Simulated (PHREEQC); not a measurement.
# Acid mine or pickling water: speciation

Synthetic water in mg/L, 10 °C, pH 3.61, pe 9.1:

```tsv
constituent	mg/L
Na	18.2
K	39.1
Ca	151
Mg	77.4
Cl	154
S(6) as SO4	548
Cu(2)	0.193
O(0) (dissolved oxygen)	1.21
```

Cl is adjusted to close the charge balance.
Valence states are taken as typed.

The numbers come from PHREEQC with the ion-association model, wateq4f.dat.

Each row changes one thing in this solution. Precipitation was switched off in this run.

```csv
case,ionic strength (mol/kgw),SO4-2 (mol/kgw),Ca+2 (mol/kgw),Mg+2 (mol/kgw),HSO4- (mol/kgw),Cu+2 (mol/kgw),SI of Gypsum (CaSO4:2H2O),SI of Epsomite (MgSO4:7H2O)
as made,0.0233,0.00432,0.00303,0.00261,4.99e-5,2.40e-6,-0.78,-3.18
all concentrations times 2 at the same typed pH,0.0435,0.00796,(withheld),0.00490,8.19e-5,4.47e-6,-0.37,-2.77
K from 39.1 to 19.6 mg/L,(withheld),0.00432,0.00303,0.00260,5.01e-5,2.40e-6,-0.77,-3.18
Ca from 151 to 302 mg/L,0.0332,(withheld),(withheld),0.00271,(withheld),2.51e-6,-0.56,-3.27
```

Question: What belongs in the gaps?

Answer: 
- all concentrations times 2 at the same typed pH, Ca+2 (mol/kgw): 0.00568
- K from 39.1 to 19.6 mg/L, ionic strength (mol/kgw): 0.0228
- Ca from 151 to 302 mg/L, SO4-2 (mol/kgw): 0.00398
- Ca from 151 to 302 mg/L, Ca+2 (mol/kgw): 0.00634
- Ca from 151 to 302 mg/L, HSO4- (mol/kgw): 4.31e-5

Away from 25 °C the constants follow the database's enthalpies or fits; those with neither stay at their 25 °C values.
